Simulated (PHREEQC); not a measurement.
Solution (90 °C): 0.058 mol H2SO4, 9.2e-05 mol AlCl3 and 0.00036 mol CuCl2 per kg of water. Closed to the air; pH follows from the charge balance.

Equilibrium calculation in PHREEQC: ion-association model, phreeqc.dat.

```json
[
 {"quantity": "pH", "before": "1.29", "after": "3.86"},
 {"quantity": "ionic strength (mol/kgw)", "before": "0.0674", "after": "0.00139"},
 {"quantity": "Cu+2 (mol/kgw)", "before": "0.000302", "after": "0.000349"},
 {"quantity": "Al+3 (mol/kgw)", "before": "2.74e-5", "after": "9.59e-6"},
 {"quantity": "CuCl+ (mol/kgw)", "before": "4.38e-6", "after": "1.05e-5"},
 {"quantity": "AlOH+2 (mol/kgw)", "before": "9.91e-8", "after": "2.34e-5"},
 {"quantity": "SI of Gibbsite (Al(OH)3)", "before": "-6.57", "after": "+1.28"}
]
```

Q: What was changed between the two runs?
A. H2SO4 left out
B. H2SO4 from 0.058 to 0.0116 mol/kgw
C. AlCl3 from 9.2e-05 to 4.6e-05 mol/kgw
D. 0.0045 mol/kgw HBr added
E. diluted 100-fold with water

A: A, H2SO4 left out

No solid was allowed to form. Some of these states are supersaturated (in Gibbsite (slow to form), for instance). Away from 25 °C the constants follow the database's enthalpies or fits; those with neither stay at their 25 °C values.
